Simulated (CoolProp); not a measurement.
A closed Brayton cycle with nitrogen: compressor inlet 319.15 K and 1.7 MPa, high pressure 3.51 MPa, turbine inlet 680 K, compressor efficiency 0.8, turbine efficiency 0.85, recuperator effectiveness 0.95 (on enthalpy, no pinch check). Each further row changes one setting.

Values from CoolProp's reference Helmholtz-energy equation of state, Span 2000.

```tsv
case	thermal efficiency (%)	net work (kJ/kg)	compressor to turbine work	compressor exit (K)	turbine exit (K)
as stated	14.5	18.1	0.84	411.2	575.4
turbine inlet 630 K	8.4	9.59	0.91	411.2	532.2
compressor inlet 329.15 K	12.1	15.0	0.87	424.0	575.4
high pressure 2.98 MPa	17.3	17.7	0.80	388.7	597.5
recuperator effectiveness 0.5	8.9	18.1	0.84	411.2	575.4
```
